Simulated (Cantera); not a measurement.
A Cantera script and its output.

```python
import numpy as np
import cantera as ct

gas = ct.Solution("gri30.yaml")


def delay(T, t_max=10):
    gas.TPX = T, 1000000, {'C2H4': 1, 'O2': 7.14, 'N2': 26.9, 'H2O': 0.94}
    reactor = ct.IdealGasReactor(gas, clone=False)
    net = ct.ReactorNet([reactor])
    net.rtol, net.atol = 1e-8, 1e-16
    while net.time < t_max:
        t_old, T_old = net.time, reactor.T
        net.step()
        if reactor.T > T + 400:  # ignition: a rise of 400 K
            return t_old + (T + 400 - T_old) / (reactor.T - T_old) * (net.time - t_old)
    return np.nan


taus = []
for T in [1273, 1323, 1373, 1423, 1473, 1523, 1573, 1623, 1673]:
    taus.append(delay(T))
    print(f"T0 = {T:6g} K   tau = {taus[-1]:.4e} s")
```

Result:

```
T0 =   1273 K   tau = 1.6518e-04 s
T0 =   1323 K   tau = 6.5449e-05 s
T0 =   1373 K   tau = 2.8107e-05 s
T0 =   1423 K   tau = 1.4506e-05 s
T0 =   1473 K   tau = 8.9962e-06 s
T0 =   1523 K   tau = 6.2550e-06 s
T0 =   1573 K   tau = 4.6618e-06 s
T0 =   1623 K   tau = 3.6368e-06 s
T0 =   1673 K   tau = 2.9301e-06 s
```

Cantera simulation using GRI-Mech 3.0 (53 species, 325 reactions); the numbers are that mechanism's predictions, not measurements. GRI-Mech 3.0 was tuned for natural gas; its chemistry of ethylene as a main component is partial and can be far from experiment. Where the delays flatten at high temperature, the 400 K rule measures the pace of heat release, not the induction time.
